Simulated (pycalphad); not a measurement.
Effect of Si content in Cu-Si

Computed with pycalphad from the COST 507 light-alloy database (1999), at 1 atm. These are 1990s assessments: newer ones move some temperatures and phases. Phase fractions are per mole of atoms.

```csv
alloy,liquidus (K),first solid,solidus (K),phases at 750 K
Cu-24.87Si (wt.%),1269,diamond (Si),1074,"CU19SI6_ETA 0.75, diamond (Si) 0.25"
Cu-37.04Si (wt.%),1399,diamond (Si),1074,"CU19SI6_ETA 0.56, diamond (Si) 0.44"
Cu-72.51Si (wt.%),1604,diamond (Si),1074,"diamond (Si) 0.81, CU19SI6_ETA 0.19"
```

Database names, with the compositions (at.%) that they take in these runs: CU19SI6_ETA: Cu 76 Si 24.
